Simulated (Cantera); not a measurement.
Feed: 1 mol Si, 2.1 mol H₂O, 300 mol H₂, held at 1850 K.

Equilibrium computed with Cantera from the NASA thermochemical tables; the gas is ideal and each condensed phase is pure. Candidate condensed phases: H₂O, Si, SiO₂; 18 gas species. The tables hold silica as quartz up to 1696 K and as liquid above; real silica turns to tridymite and cristobalite and melts near 1996 K. Rates play no part.

Task: Which condensed phases are stable at each of these points (P (Pa)): 0.100, 2.50, 63, 1600, 40000, 1000000?

Result: 
| P (Pa) | condensed phases | Si condensed (%) |
|---|---|---|
| 0.100 | gas only | 0.0 |
| 2.50 | gas only | 0.0 |
| 63 | gas only | 0.0 |
| 1600 | gas only | 0.0 |
| 40000 | gas only | 0.0 |
| 1000000 | SiO₂(condensed) | 81.7 |

From 1.00e-6 bar to 0.400 bar nothing is condensed. At 10.0 bar the condensed part is SiO₂(condensed).
